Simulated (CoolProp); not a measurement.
n-perfluorobutane along the isobar 0.53 MPa: fugacity coefficient from the reference equation and from simpler models built on Tc = 113.2 °C, pc = 2.322 MPa, ω = 0.372; each cubic takes its own stable root.

The numbers come from the reference Helmholtz-energy equation of state, Gao 2022 in CoolProp.

```tsv
T (°C)	phase	reference
75.05	gas	0.8954
85.25	gas	0.9053
95.35	gas	0.9139
105.55	gas	0.9217
115.75	gas	0.9287
125.95	gas	0.9350
136.15	gas	0.9406
146.35	gas	0.9457
156.45	gas	0.9503
166.65	gas	0.9545
176.85	gas	0.9584
```

Q: How far does each simpler model (van der Waals, Redlich-Kwong, Peng-Robinson) lie from the reference over these 11 states: mean and median of the absolute difference, and the worst?

A: 
- van der Waals: mean 0.7 %, median 0.5 %, worst +2.0 % at 75.05 °C and 0.53 MPa
- Redlich-Kwong: mean 0.5 %, median 0.5 %, worst -0.8 % at 176.85 °C and 0.53 MPa
- Peng-Robinson: mean 1.2 %, median 1.2 %, worst -1.5 % at 75.05 °C and 0.53 MPa
